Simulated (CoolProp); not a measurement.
Properties of CH3F (R41) along the isobar 24 MPa (Tc = 44.1 °C, pc = 5.906 MPa, ω = 0.200).

Values from CoolProp's reference Helmholtz-energy equation of state, Lemmon 2006. It is a short technical equation, of lower accuracy than the large ones.

```json
[
 {"T (°C)": "-10.35", "phase": "liquid", "Z": "0.4797", "cp (kJ/(kg K))": "2.085", "cv (kJ/(kg K))": "1.189", "speed of sound (m/s)": "908.3", "fugacity coefficient": "0.08222"},
 {"T (°C)": "5.85", "phase": "liquid", "Z": "0.4731", "cp (kJ/(kg K))": "2.137", "cv (kJ/(kg K))": "1.186", "speed of sound (m/s)": "834.6", "fugacity coefficient": "0.1185"},
 {"T (°C)": "22.15", "phase": "liquid", "Z": "0.4704", "cp (kJ/(kg K))": "2.202", "cv (kJ/(kg K))": "1.188", "speed of sound (m/s)": "761.9", "fugacity coefficient": "0.1622"},
 {"T (°C)": "38.35", "phase": "liquid", "Z": "0.4720", "cp (kJ/(kg K))": "2.280", "cv (kJ/(kg K))": "1.195", "speed of sound (m/s)": "691.8", "fugacity coefficient": "0.2117"},
 {"T (°C)": "54.55", "phase": "supercritical", "Z": "0.4785", "cp (kJ/(kg K))": "2.371", "cv (kJ/(kg K))": "1.207", "speed of sound (m/s)": "625.0", "fugacity coefficient": "0.2658"},
 {"T (°C)": "70.75", "phase": "supercritical", "Z": "0.4905", "cp (kJ/(kg K))": "2.470", "cv (kJ/(kg K))": "1.222", "speed of sound (m/s)": "563.0", "fugacity coefficient": "0.3229"},
 {"T (°C)": "86.95", "phase": "supercritical", "Z": "0.5090", "cp (kJ/(kg K))": "2.569", "cv (kJ/(kg K))": "1.240", "speed of sound (m/s)": "507.8", "fugacity coefficient": "0.3812"},
 {"T (°C)": "103.15", "phase": "supercritical", "Z": "0.5347", "cp (kJ/(kg K))": "2.650", "cv (kJ/(kg K))": "1.259", "speed of sound (m/s)": "461.8", "fugacity coefficient": "0.4388"},
 {"T (°C)": "119.45", "phase": "supercritical", "Z": "0.5676", "cp (kJ/(kg K))": "2.687", "cv (kJ/(kg K))": "1.276", "speed of sound (m/s)": "426.7", "fugacity coefficient": "0.4947"},
 {"T (°C)": "135.65", "phase": "supercritical", "Z": "0.6057", "cp (kJ/(kg K))": "2.662", "cv (kJ/(kg K))": "1.292", "speed of sound (m/s)": "403.3", "fugacity coefficient": "0.5468"},
 {"T (°C)": "151.85", "phase": "supercritical", "Z": "0.6464", "cp (kJ/(kg K))": "2.586", "cv (kJ/(kg K))": "1.306", "speed of sound (m/s)": "389.7", "fugacity coefficient": "0.5949"}
]
```
